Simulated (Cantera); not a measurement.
Feed: 1 mol B, 2.1 mol H2O, held at 1348 K and 1.80 mbar.

Equilibrium computed with Cantera from the NASA thermochemical tables; the gas is ideal and each condensed phase is pure. Candidate condensed phases: B, B2O3, B3O3H3, H2O; 23 gas species. Gases not in the tables: H3BO3. The numbers say what is thermodynamically allowed, not how fast it happens.

Base state: H2 0.692, H2O 0.245, HBO2 0.0626, B2O3 0.000371, H 4.54e-5, (HBO2)3 3.65e-5, HBO 3.37e-5 (mole fractions); condensed: B2O3(l).

Problem. What changes in the equilibrium state with this change: temperature from 1348 K to 1548 K?

Solution. 
```
species         before    after
------------  --------  -------
H2               0.692    0.592
HBO2            0.0626    0.274
H2O              0.245    0.101
B2O3          0.000371   0.0312
B2O2           1.93e-8  1.52e-5
BO             7.32e-8  2.69e-5
BO2            8.28e-8  1.06e-5
B2O3(l), mol     0.431   0.0734
```
